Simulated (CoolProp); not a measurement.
A Linde-Hampson liquefier for oxygen: isothermal reversible compression at 280 K from 1 atm to 30 MPa, throttling to 1 atm, return gas leaving the recuperator 2 K below the feed. Each further row changes one setting.

Values from CoolProp's reference Helmholtz-energy equation of state, Schmidt 1985.

| case | liquid yield per pass | compression work (kJ/kg of gas) |
|---|---|---|
| as stated | ? | 402 |
| high pressure 60 MPa | ? | 457 |
| warm-end temperature 310 K | ? | 452 |
| warm-end gap 7 K | 0.152 | 402 |

Question: Some entries are withheld; supply them.

Answer: 
- as stated, liquid yield per pass: 0.162
- high pressure 60 MPa, liquid yield per pass: 0.190
- warm-end temperature 310 K, liquid yield per pass: 0.121

Above 300 K oxygen's equation is extrapolated.
